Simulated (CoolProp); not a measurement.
Vapour-liquid equilibrium of R125 (1) + R236FA (2) at 312.4 K; x and y are mole fractions of (1).

Model: multi-fluid Helmholtz-energy mixture model, Lemmon 2005 and Pan 2012; pair parameters Bell 2016, in CoolProp.

**Question.** Give the bubble pressure and the first vapour's composition at x = 0.45, 0.55, 0.65. Is there an azeotrope?

**Answer.** x = 0.45: 1.045 MPa, y = 0.723; x = 0.55: 1.194 MPa, y = 0.790; x = 0.65: 1.349 MPa, y = 0.846. No azeotrope shows between x = 0.05 and 0.95.

The pair parameters rest on a limited set of measurements; away from them the model extrapolates.
